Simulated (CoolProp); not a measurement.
Aqueous potassium carbonate as a coolant, 5 % by mass, freezing at -1.6 °C, 1 atm.

The numbers come from the Melinder's fits for secondary coolants in CoolProp.

```json
[
 {"T (°C)": "2", "viscosity (mPa s)": "1.82", "cp (kJ/(kg K))": "3.888", "Prandtl number": "12.6", "density (kg/m³)": "1048"},
 {"T (°C)": "9.5", "viscosity (mPa s)": "1.46", "cp (kJ/(kg K))": "3.894", "Prandtl number": "(withheld)", "density (kg/m³)": "(withheld)"},
 {"T (°C)": "16.9", "viscosity (mPa s)": "1.20", "cp (kJ/(kg K))": "3.902", "Prandtl number": "7.97", "density (kg/m³)": "1045"},
 {"T (°C)": "24.4", "viscosity (mPa s)": "1.01", "cp (kJ/(kg K))": "3.911", "Prandtl number": "6.57", "density (kg/m³)": "1043"},
 {"T (°C)": "31.9", "viscosity (mPa s)": "0.861", "cp (kJ/(kg K))": "3.922", "Prandtl number": "5.50", "density (kg/m³)": "1040"},
 {"T (°C)": "39.3", "viscosity (mPa s)": "0.744", "cp (kJ/(kg K))": "3.932", "Prandtl number": "4.68", "density (kg/m³)": "(withheld)"}
]
```

Q: Some entries are withheld; supply them.

A: 
- 9.5, Prandtl number: 9.87
- 9.5, density (kg/m³): 1047
- 39.3, density (kg/m³): 1037
